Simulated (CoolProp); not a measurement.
Vapour-liquid equilibrium of acetone (1) + toluene (2) at 0.631 bar; x and y are mole fractions of (1).

Values from CoolProp's multi-fluid Helmholtz-energy mixture model, Lemmon 2006 and Lemmon 2006; pair parameters Bell 2016.

| x | bubble temperature (°C) | y at the bubble point | dew temperature at overall composition x (°C) | liquid density (mol/L) |
|---|---|---|---|---|
| 0.05 | 85.0 | 0.299 | 93.3 | 8.861 |
| 0.2 | 68.4 | 0.657 | 88.5 | 9.460 |
| 0.35 | 60.1 | 0.785 | 83.0 | 10.03 |
| 0.5 | ___ | 0.856 | 76.6 | 10.63 |
| 0.65 | 50.6 | ___ | 68.8 | 11.29 |
| 0.8 | 47.1 | 0.947 | 59.0 | 12.03 |
| 0.95 | 43.9 | ___ | 46.9 | 12.86 |

Question: What belongs in the gaps?

Answer: 
- 0.5, bubble temperature (°C): 54.7
- 0.65, y at the bubble point: 0.905
- 0.95, y at the bubble point: 0.987

No azeotrope shows between x = 0.05 and 0.95.

Pair parameters are fitted to limited data, so mixtures are less certain than the pure fluids.
